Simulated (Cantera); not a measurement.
Input (Python, Cantera) and output of one run.

```python
import numpy as np
import cantera as ct

gas_names = [...]  # 148 gases of nasa_gas.yaml made of Al, C, H, N, O
cond_names = """
    AL(cr) AL(L) ALN(s) AL2O3(a) AL2O3(L) C(gr) C6H6(L) C7H8(L) C8H18(L),n-octa H2O(s) H2O(L)
""".split()


# ... load() reads the species with a 1 bar reference pressure and builds the phases ...
atoms = {
    'Al(CH3)3': {'AL': 1, 'C': 3, 'H': 9},
    'N2O': {'N': 2, 'O': 1},
    'H2': {'H': 2},
    'O2': {'O': 2},
}
top_T = {'ALN(s)': 2750, 'C(gr)': 4500}  # K; cautious upper limits of use, not melting points


# ... equilibrate(T, P, feed) seeds the gas with the atoms and calls Mixture.equilibrate('TP', solver="vcs", rtol=1e-11, max_steps=5000) ...
results = []
feed = {'Al(CH3)3': 1, 'N2O': 43, 'H2': 10, 'O2': 0.61}  # mol
P = 133.322  # Pa
for T in [1773, 1823, 1873, 1923, 1973, 2023, 2073, 2123, 2173, 2223]:
    mix = equilibrate(T, P, feed)
    results.append((T, P, feed, dict(zip(mix.species_names, mix.species_moles))))

top = {s: max(r[3][s] / sum(r[3][g] for g in gas_names) for r in results) for s in gas_names}
cols = sorted((s for s in top if top[s] > 0.0001), key=lambda s: -top[s])[:6]
seen = [c for c in cond_names if any(r[3].get(c, 0) > 1e-12 for r in results)]
print("log10 of partial pressures in bar; condensed amounts in mol")
print(f"{'T/K':>10s}" + "".join(f"{s[:9]:>10s}" for s in cols + seen))
for T, P, feed, n in results:
    ng = sum(n[g] for g in gas_names)
    print(f"{T:10.4g}" + "".join(f"{np.log10(max(n[s] / ng * P / 1e5, 1e-99)):10.3f}" for s in cols)
          + "".join(f"{n.get(c, 0):10.4g}" for c in seen))
```

Output:

```
log10 of partial pressures in bar; condensed amounts in mol
       T/K        N2       H2O        O2       CO2         O        OH  AL2O3(a)
      1773    -3.099    -3.575    -3.692    -4.259    -5.873    -5.275       0.5
      1823    -3.099    -3.578    -3.694    -4.262    -5.668    -5.145       0.5
      1873    -3.100    -3.582    -3.696    -4.268    -5.475    -5.023       0.5
      1923    -3.101    -3.588    -3.699    -4.276    -5.291    -4.909       0.5
      1973    -3.103    -3.596    -3.703    -4.289    -5.117    -4.801    0.4999
      2023    -3.105    -3.606    -3.707    -4.306    -4.952    -4.701    0.4998
      2073    -3.108    -3.620    -3.712    -4.331    -4.796    -4.608    0.4997
      2123    -3.112    -3.639    -3.718    -4.363    -4.647    -4.523    0.4993
      2173    -3.118    -3.664    -3.726    -4.406    -4.506    -4.445    0.4988
      2223    -3.124    -3.697    -3.736    -4.459    -4.373    -4.376    0.4978
```

Method: chemical equilibrium by Gibbs-energy minimisation in Cantera with the NASA 1993 tables (ideal gas, pure condensed phases). The feed counts by its element totals alone.
